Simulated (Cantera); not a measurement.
Input: 1 mol PH₃, 0.78 mol H₂, 0.082 mol O₂, held at 1098 K and 1.00 bar.

These are equilibrium values from Cantera (NASA tables, ideal gas, pure condensed phases), not measurements of a reactor. Candidate condensed phases: H₂O, P, P₄O₁₀; 17 gas species. Gases not in the tables: HPO₂, HPO₃ and P₄O₆. Rates play no part.

Base state: H₂ 0.831, P₄ 0.0927, H₂O 0.0645, P₂ 0.0109, PH₃ 0.000460 (mole fractions); condensed: gas only.

Task: What changes in the equilibrium state with this change: temperature from 1098 K to 3150 K?

Result: 
```csv
species,before,after
H₂,0.831,0.605
H,2.26e-8,0.191
P₂,0.0109,0.114
P,<1e-9,0.0340
P₄,0.0927,1.80e-6
PO,2.67e-6,0.0439
H₂O,0.0645,0.00573
OH,<1e-9,0.000669
PH,1.80e-8,0.00586
```
